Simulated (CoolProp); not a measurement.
Aqueous propylene glycol as a coolant, at 1 °C, 1 atm.

Model: Melinder's fits for secondary coolants, in CoolProp.

| mass % | freezing point (°C) | density (kg/m³) | cp (kJ/(kg K)) | Prandtl number | viscosity (mPa s) |
|---|---|---|---|---|---|
| 4.6 | -1.1 | 1004 | … | 16.1 | 2.12 |
| 11.5 | -3.4 | … | 4.041 | 22.3 | 2.82 |
| 18.4 | … | 1018 | 3.957 | … | 3.83 |
| 25.4 | … | 1026 | 3.869 | … | 5.37 |
| 32.3 | -14.3 | 1034 | 3.771 | 68.4 | 7.61 |
| 39.2 | -19.8 | 1041 | 3.659 | 101 | 10.8 |
| 46.1 | -27.1 | 1047 | 3.533 | 146 | 15.0 |

Task: Complete the blanks.

Result: 
- 4.6, cp (kJ/(kg K)): 4.134
- 11.5, density (kg/m³): 1011
- 18.4, freezing point (°C): -6.4
- 18.4, Prandtl number: 31.6
- 25.4, freezing point (°C): -10.0
- 25.4, Prandtl number: 46.3
